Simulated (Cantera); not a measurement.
What does this Cantera script print?

```python
import numpy as np
import cantera as ct

gas = ct.Solution("gri30.yaml")
gas.TPX = 1300, 42000, {'N2O': 1, 'H2': 0.0055, 'N2': 4.4}
reactor = ct.IdealGasConstPressureReactor(gas, energy="off", clone=False)
net = ct.ReactorNet([reactor])
net.rtol, net.atol = 1e-08, 1e-18
show = ['N2O', 'H2', 'H', 'NO2', 'OH', 'H2O', 'HO2']
times = np.geomspace(0.0002, 20, 9)

steps = ct.SolutionArray(gas, extra=["t"])
rows = []
print(f"{'t/s':>10s}{'T/K':>9s}{'P/Pa':>11s}" + "".join(f"{s:>11s}" for s in show))
for t in times:
    while net.time < t:
        t_next = net.step()
        steps.append(gas.state, t=t_next)
    rows.append([np.interp(t, steps.t, y) for y in (steps.T, steps.P, *steps(*show).X.T)])
    print(f"{t:10.3e}{rows[-1][0]:9.1f}{rows[-1][1]:11.4g}" + "".join(f"{x:11.3e}" for x in rows[-1][2:]))
rate = np.gradient(steps.T, steps.t)
print("integrator steps:", len(steps.t))
if steps.T.max() > steps.T[0] + 200:
    print(f"time of steepest temperature rise: {steps.t[rate.argmax()]:.4e} s")
gas.TPX = 1300, 42000, {'N2O': 1, 'H2': 0.0055, 'N2': 4.4}
gas.equilibrate("TP")
print(f"equilibrium (TP): T = {gas.T:.1f} K  " + "  ".join(f"{s} {gas[s].X[0]:.3e}" for s in show))
```

Result:

```
       t/s      T/K       P/Pa        N2O         H2          H        NO2         OH        H2O        HO2
 2.000e-04   1300.0    4.2e+04  1.849e-01  1.009e-03  4.438e-07  5.850e-10  5.714e-06  5.482e-06  1.867e-07
 8.434e-04   1300.0    4.2e+04  1.846e-01  8.960e-04  1.254e-06  1.402e-07  2.108e-05  1.083e-04  2.013e-06
 3.557e-03   1300.0    4.2e+04  1.833e-01  3.932e-04  6.376e-07  3.288e-06  2.358e-05  6.101e-04  2.285e-06
 1.500e-02   1300.0    4.2e+04  1.797e-01  3.985e-05  5.033e-08  1.922e-05  1.152e-05  9.694e-04  7.569e-07
 6.325e-02   1300.0    4.2e+04  1.664e-01  1.118e-07  1.433e-08  3.158e-05  8.929e-06  1.005e-03  1.804e-07
 2.667e-01   1300.0    4.2e+04  1.219e-01  2.179e-08  1.481e-08  4.922e-05  9.126e-06  9.840e-04  5.038e-08
 1.125e+00   1300.0    4.2e+04  3.832e-02  1.731e-08  1.039e-08  7.269e-05  7.537e-06  9.459e-04  1.425e-08
 4.743e+00   1300.0    4.2e+04  1.373e-03  1.983e-09  3.710e-10  7.949e-05  2.326e-06  9.313e-04  3.084e-09
 2.000e+01   1300.0    4.2e+04  1.342e-07  4.613e-10  3.693e-11  8.318e-05  9.736e-07  9.313e-04  1.334e-09
integrator steps: 1793
equilibrium (TP): T = 1300.0 K  N2O 1.256e-08  H2 4.329e-10  H 3.575e-11  NO2 1.203e-06  OH 1.004e-06  H2O 9.313e-04  HO2 1.465e-09
```

Computed with Cantera and GRI-Mech 3.0 (53 species, 325 reactions). GRI-Mech 3.0 was tuned for natural gas; its chemistry of N2O as a main component is partial and can be far from experiment. The mechanism lacks the step 2 NO + O2 → 2 NO2, which can matter for NO2 below about 1400 K. The temperature is held fixed by assumption; the heat of reaction is taken as removed at once.
